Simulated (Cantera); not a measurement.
A closed system holds: 1 mol Fe₂O₃, 10 mol CO, 1.6 mol CH₄, at 1000 Pa.

These are equilibrium values from Cantera (NASA tables, ideal gas, pure condensed phases), not measurements of a reactor. Candidate condensed phases: C, C₆H₆, C₇H₈, C₈H₁₈, Fe, Fe(CO)₅, FeO, Fe(OH)₂, Fe(OH)₃, Fe₂O₃, Fe₃O₄, H₂O; 114 gas species. Rates play no part. All values below are at 2098 K.

Base state: CO 0.657, H₂ 0.143, Fe 0.104, H₂O 0.0430, CO₂ 0.0399, H 0.0116, FeO 0.000776, OH 0.000414 (mole fractions); condensed: Fe(l).

Question: What changes in the equilibrium state with this change: CO from 10 to 0.53 mol?

Answer: 
```
species        before     after
-----------  --------  --------
H₂              0.143     0.354
CO              0.657     0.323
H₂O            0.0430     0.168
H              0.0116    0.0183
CO₂            0.0399    0.0311
Fe              0.104     0.104
Fe(OH)₂       1.62e-5  0.000101
OH           0.000414   0.00103
FeO          0.000776   0.00123
O             2.40e-5   3.81e-5
Fe(l), mol      0.260      1.18
FeO(l), mol         0     0.185
```
Each liquid is taken as pure. Mutual solubility and eutectic melting of coexisting phases are not modelled. The tables' stoichiometric FeO is somewhat more stable than real wüstite, so its field is too wide. FeO: taken at fixed stoichiometry.
